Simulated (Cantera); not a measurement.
**Si2Cl6 + NH3 + H2 (silicon nitride deposition)**

A closed system holds: 1 mol Si2Cl6, 19 mol NH3, 1.5 mol H2, at 32.3 Torr.

These are equilibrium values from Cantera (NASA tables, ideal gas, pure condensed phases), not measurements of a reactor. Candidate condensed phases: NH4Cl, Si, Si3N4; 28 gas species. The feed counts by its element totals alone. The tables' values for SiCl3, SiCl are old estimates; treat these amounts as uncertain. Gases not in the tables: Si2H6 and higher silanes. Rates play no part.

From 925 K to 1675 K the condensed part is Si3N4(s). At 1825 K the condensed part is Si(l). The main Si-bearing gas is SiCl4 at 925 K and SiCl2 at 1825 K.

| T (K) | x H2 | x N2 | x HCl | x SiCl2 | n Si3N4(s) | n Si(l) |
|---|---|---|---|---|---|---|
| 925 | 0.657 | 0.199 | 0.144 | 6.20e-9 | 0.661 | 0 |
| 1075 | 0.656 | 0.199 | 0.145 | 7.73e-7 | 0.663 | 0 |
| 1225 | 0.656 | 0.199 | 0.145 | 2.89e-5 | 0.664 | 0 |
| 1375 | 0.657 | 0.199 | 0.144 | 0.000474 | 0.657 | 0 |
| 1525 | 0.659 | 0.201 | 0.136 | 0.00396 | 0.607 | 0 |
| 1675 | 0.665 | 0.207 | 0.111 | 0.0158 | 0.440 | 0 |
| 1825 | 0.664 | 0.223 | 0.0809 | 0.0295 | 0 | 0.720 |
x: gas mole fraction; n: condensed amount in mol.
